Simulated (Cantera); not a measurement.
A perfectly stirred reactor is fed with 27.8 % H2, 34.4 % O2, 37.8 % N2, equivalence ratio 0.41, at 1.00 bar; it is held at 1100 K, and followed from long to short residence time.

Model: GRI-Mech 3.0 (53 species, 325 reactions), integrated in Cantera. The temperature is held fixed by assumption; the heat of reaction is taken as removed at once.

x: mole fraction; the columns are a selection and need not sum to one.

| τ (s) | x H2 | x O2 | x NO | x NO2 | x HO2 |
|---|---|---|---|---|---|
| 5.9 | 0.000979 | 0.238 | 3.52e-9 | ___ | 2.13e-5 |
| 0.98 | 0.00308 | 0.239 | 3.74e-9 | ___ | 5.21e-5 |
| 0.16 | 0.0102 | 0.241 | 2.39e-9 | ___ | 0.000119 |
| 0.027 | 0.0296 | 0.249 | 2.15e-9 | ___ | 0.000228 |
| 0.0045 | 0.0520 | 0.257 | 5.83e-9 | 7.90e-10 | 0.000330 |
| 0.00074 | 0.0633 | 0.261 | 2.74e-8 | 7.58e-10 | 0.000375 |
| 0.00012 | 0.0919 | 0.272 | 9.50e-8 | 5.36e-10 | 0.000390 |

**Question.** Fill in the missing entries.

**Answer.** 
- 5.9, x NO2: 1.80e-8
- 0.98, x NO2: 9.58e-9
- 0.16, x NO2: 2.79e-9
- 0.027, x NO2: 1.01e-9
